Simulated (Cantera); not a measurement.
**Reactions in the system Cu-H-O**

Source: NASA polynomial tables (part measured, part estimated), evaluated in Cantera. Values are per mole of reaction as written; species without (g) are pure solids or liquids, kept so even where they would boil at 1 bar.

O(g) + 2 H2O(g) + Cu2O → 2 Cu(OH)2

```csv
T (K),ΔH° (kJ),ΔS° (J/K),ΔG° (kJ),log10 K
700,-477.4,-376.7,-213.8,15.95
775,-473.4,-371.2,-185.7,12.52
850,-469.3,-366.2,-158.1,9.71
925,-465.1,-361.5,-130.8,7.38
1000,-461.0,-357.1,-103.8,5.42
```
